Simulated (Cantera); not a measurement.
Si + CO2 + H2 + N2O (thermal oxidation and active oxidation of silicon)

Charge: 1 mol Si, 0.17 mol CO2, 1.1 mol H2, 0.033 mol N2O, at 22.0 Pa.

Equilibrium computed with Cantera from the NASA thermochemical tables; the gas is ideal and each condensed phase is pure. Candidate condensed phases: C, C6H6, C7H8, C8H18, H2O, Si, SiC, SiO2, Si2N2O, Si3N4; 151 gas species. Mutual solubility and eutectic melting of coexisting phases are not modelled. The tables' values for SiN are old estimates; treat these amounts as uncertain. The tables hold silica as quartz up to 1696 K and as liquid above; real silica turns to tridymite and cristobalite and melts near 1996 K. Gases not in the tables: Si2H6 and higher silanes. Kinetics and transport are ignored.

```json
[
 {"T (K)": "1225", "log p H2": "-3.66", "log p Si": "-11.46", "log p SiO": "-5.96", "log p H": "-8.34", "log p CO": "-8.06", "log p N2": "-10.89", "n Si(s)": "0.591", "n SiC(s)": "0.170", "n SiO2(β-quartz)": "0.167", "n Si2N2O(s)": "0.0330", "n Si(l)": "0"},
 {"T (K)": "1375", "log p H2": "-3.75", "log p Si": "-9.39", "log p SiO": "-4.37", "log p H": "-7.34", "log p CO": "-6.15", "log p N2": "-8.63", "n Si(s)": "0.467", "n SiC(s)": "0.166", "n SiO2(β-quartz)": "0.0337", "n Si2N2O(s)": "0.0330", "n Si(l)": "0"},
 {"T (K)": "1525", "log p H2": "-3.78", "log p Si": "-7.72", "log p SiO": "-4.29", "log p H": "-6.52", "log p CO": "-5.82", "log p N2": "-5.63", "n Si(s)": "0.460", "n SiC(s)": "0.160", "n SiO2(β-quartz)": "0", "n Si2N2O(s)": "0.0173", "n Si(l)": "0"},
 {"T (K)": "1675", "log p H2": "-3.80", "log p Si": "-6.36", "log p SiO": "-4.29", "log p H": "-5.83", "log p CO": "-5.61", "log p N2": "-5.32", "n Si(s)": "0.488", "n SiC(s)": "0.153", "n SiO2(β-quartz)": "0", "n Si2N2O(s)": "0", "n Si(l)": "0"},
 {"T (K)": "1825", "log p H2": "-3.82", "log p Si": "-5.34", "log p SiO": "-4.33", "log p H": "-5.26", "log p CO": "-5.24", "log p N2": "-5.33", "n Si(s)": "0", "n SiC(s)": "0.129", "n SiO2(β-quartz)": "0", "n Si2N2O(s)": "0", "n Si(l)": "0.504"},
 {"T (K)": "1975", "log p H2": "-3.91", "log p Si": "-4.49", "log p SiO": "-4.46", "log p H": "-4.82", "log p CO": "-5.01", "log p N2": "-5.41", "n Si(s)": "0", "n SiC(s)": "0.0806", "n SiO2(β-quartz)": "0", "n Si2N2O(s)": "0", "n Si(l)": "0.333"},
 {"T (K)": "2125", "log p H2": "-4.09", "log p Si": "-4.17", "log p SiO": "-4.73", "log p H": "-4.48", "log p CO": "-4.84", "log p N2": "-5.53", "n Si(s)": "0", "n SiC(s)": "0", "n SiO2(β-quartz)": "0", "n Si2N2O(s)": "0", "n Si(l)": "0"}
]
```
log p: log10 of the partial pressure in bar; n: condensed amount in mol.

From 1225 K to 1375 K the condensed part is Si(s) + SiC(s) + SiO2(β-quartz) + Si2N2O(s). At 1525 K the condensed part is Si(s) + SiC(s) + Si2N2O(s). At 1675 K the condensed part is Si(s) + SiC(s). From 1825 K to 1975 K the condensed part is Si(l) + SiC(s). At 2125 K nothing is condensed. The main Si-bearing gas is SiO at 1225 K and Si at 2125 K. The share of Si in condensed phases is highest at 1225 K (99.5 %) and lowest at 2125 K (0.0 %).
